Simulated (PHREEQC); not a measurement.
Dissolve 0.069 mol CdCl2, 8.8e-05 mol Na2SO4 and 6.4e-05 mol FeSO4 per kg of water at 20 °C. Closed to the air; pH follows from the charge balance.

Model: ion-association model, phreeqc.dat, run in PHREEQC.

- pH = 5.48
- ionic strength = 0.0935 mol/kgw
- density = 1.009 g/cm³

| species | molality | activity | log γ |
|---|---|---|---|
| Cl- | 0.0764 | 0.0591 | -0.112 |
| CdCl+ | 0.0440 | 0.0347 | -0.104 |
| Cd+2 | 0.0163 | 0.00625 | -0.417 |
| CdCl2 | 0.00820 | 0.00838 | 0.009 |
| CdCl3- | 0.000368 | 0.000289 | -0.104 |
| Na+ | 0.000176 | 0.000139 | -0.102 |
| SO4-2 | 9.16e-5 | 3.52e-5 | -0.416 |
| Fe+2 | 6.12e-5 | 2.52e-5 | -0.386 |
| CdSO4 | 6.01e-5 | 6.14e-5 | 0.009 |
| H+ | 3.97e-6 | 3.29e-6 | -0.081 |
| CdOHCl | 3.81e-6 | 3.89e-6 | 0.009 |
| FeCl+ | 2.61e-6 | 2.05e-6 | -0.104 |
| FeSO4 | 1.40e-7 | 1.43e-7 | 0.009 |
| CdOH+ | 1.37e-7 | 1.08e-7 | -0.104 |

Precipitation was switched off in this run.
